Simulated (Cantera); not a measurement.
# SiCl₄ + Cl₂ + N₂ (silicon epitaxy and polysilicon growth)

A closed system holds: 1 mol SiCl₄, 0.021 mol Cl₂, 4.4 mol N₂, held at 0.250 bar.

Equilibrium computed with Cantera from the NASA thermochemical tables; the gas is ideal and each condensed phase is pure. Candidate condensed phases: Si, Si₃N₄; 13 gas species. The tables' values for SiCl₃ are old estimates; treat these amounts as uncertain. Kinetics and transport are ignored.

From 827 °C to 1427 °C nothing is condensed. The main Si-bearing gas is SiCl₄ throughout.

```json
[
 {"T (°C)": "827", "x N₂": "0.812", "x SiCl₄": "0.184", "x Cl": "0.000186", "x SiCl₃": "7.56e-8", "x Cl₂": "0.00378"},
 {"T (°C)": "927", "x N₂": "0.811", "x SiCl₄": "0.184", "x Cl": "0.000566", "x SiCl₃": "8.93e-7", "x Cl₂": "0.00359"},
 {"T (°C)": "1027", "x N₂": "0.811", "x SiCl₄": "0.184", "x Cl": "0.00140", "x SiCl₃": "7.47e-6", "x Cl₂": "0.00318"},
 {"T (°C)": "1127", "x N₂": "0.810", "x SiCl₄": "0.184", "x Cl": "0.00283", "x SiCl₃": "4.94e-5", "x Cl₂": "0.00248"},
 {"T (°C)": "1227", "x N₂": "0.810", "x SiCl₄": "0.184", "x Cl": "0.00473", "x SiCl₃": "0.000279", "x Cl₂": "0.00164"},
 {"T (°C)": "1327", "x N₂": "0.808", "x SiCl₄": "0.182", "x Cl": "0.00704", "x SiCl₃": "0.00133", "x Cl₂": "0.00103"},
 {"T (°C)": "1427", "x N₂": "0.805", "x SiCl₄": "0.178", "x Cl": "0.0111", "x SiCl₃": "0.00463", "x Cl₂": "0.000837"}
]
```
x: gas mole fraction; nothing condenses.
